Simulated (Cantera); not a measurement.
Charge: 1 mol SiCl4, 0.79 mol Cl2, 0.89 mol H2, held at 627 °C and 3380 Torr.

These are equilibrium values from Cantera (NASA tables, ideal gas, pure condensed phases), not measurements of a reactor. Candidate condensed phases: Si; 19 gas species. Kinetics and transport are ignored.

Base state: HCl 0.590, SiCl4 0.373, H2 0.0372, SiHCl3 6.69e-5 (mole fractions); condensed: gas only.

Problem. What changes in the equilibrium state with this change: H2 from 0.89 to 5.2 mol?

Solution. 
```json
[
 {"species": "H2", "before": "0.0372", "after": "0.630"},
 {"species": "HCl", "before": "0.590", "after": "0.227"},
 {"species": "SiCl4", "before": "0.373", "after": "0.142"},
 {"species": "SiHCl3", "before": "6.69e-5", "after": "0.00112"}
]
```

Problem. What changes in the equilibrium state with this change: SiCl4 replaced by Si?

Solution. 
| species | before | after |
|---|---|---|
| H2 | 0.0372 | 0.644 |
| SiCl4 | 0.373 | 0.218 |
| SiHCl3 | 6.69e-5 | 0.127 |
| HCl | 0.590 | 0.00315 |
| SiH2Cl2 | 1.14e-9 | 0.00698 |
| SiH3Cl | <1e-9 | 9.38e-5 |
| SiCl2 | <1e-9 | 2.09e-5 |
| SiCl3 | 6.80e-7 | 0.000310 |
| Si(s), mol | 0 | 0.562 |
The tables' values for SiCl3 are old estimates; treat these amounts as uncertain.
